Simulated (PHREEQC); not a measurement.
A solution holds 0.013 mol KH2PO4, 0.00044 mol Na2SO4 and 0.00089 mol NaCl per kg of water, at 25 °C. Closed to the air; pH follows from the charge balance.

Equilibrium calculation in PHREEQC: ion-association model, phreeqc.dat.

| quantity | before | after |
|---|---|---|
| pH | 4.69 | 4.45 |
| SO4-2 (mol/kgw) | 0.000414 | 0.000338 |
| HPO4-2 (mol/kgw) | 5.65e-5 | 0.000506 |
| H3PO4 (mol/kgw) | 3.43e-5 | 0.000505 |
| KSO4- (mol/kgw) | 2.31e-5 | 0.000101 |

Problem. Which change was made?
(A) NaCl left out
(B) Na2SO4 from 0.00044 to 8.8e-05 mol/kgw
(C) Na2SO4 replaced by K2SO4 at the same molality
(D) KH2PO4 from 0.013 to 0.13 mol/kgw
(E) 0.00021 mol/kgw KF added

Solution. D, KH2PO4 from 0.013 to 0.13 mol/kgw

This is a speciation only: nothing precipitates in the calculation.
